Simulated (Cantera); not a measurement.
Low-pressure radical oxidation in H2/O2

An isothermal, constant-pressure homogeneous reactor starts with H₂ : O₂ : N₂ = 0.046 : 1 : 3.7 (molar parts), at 1150 K and 0.00138 atm.

Detailed kinetics in Cantera: the H2/O2 subset of GRI-Mech 3.0, which has no nitrogen chemistry. Radical loss at walls, strong at low pressure, is not modelled.

```
t (s)         x H₂   x O₂     x H₂O      x OH    x H₂O₂
--------  --------  -----  --------  --------  --------
6.00e-6    0.00969  0.211    <1e-12    <1e-12    <1e-12
3.18e-5    0.00969  0.211    <1e-12    <1e-12    <1e-12
0.000169   0.00969  0.211    <1e-12    <1e-12    <1e-12
0.000896   0.00969  0.211    <1e-12  1.03e-11    <1e-12
0.00476    0.00969  0.211  9.05e-11  1.74e-10    <1e-12
0.0252     0.00969  0.211   1.04e-8   5.24e-9  1.19e-12
0.134      0.00570  0.208   0.00302  0.000878   4.84e-9
0.710     0.000143  0.203   0.00849  0.000564   1.52e-9
3.77      0.000122  0.204   0.00872  0.000523   1.56e-9
20.0       5.80e-5  0.205   0.00930  0.000361   1.61e-9
```
x: mole fraction; the columns are a selection and need not sum to one.

Equilibrium at this temperature and pressure: H₂ 2.47e-9, O₂ 0.207, H₂O 0.00974, OH 2.38e-6, H₂O₂ 2.49e-12 (gas phase only).
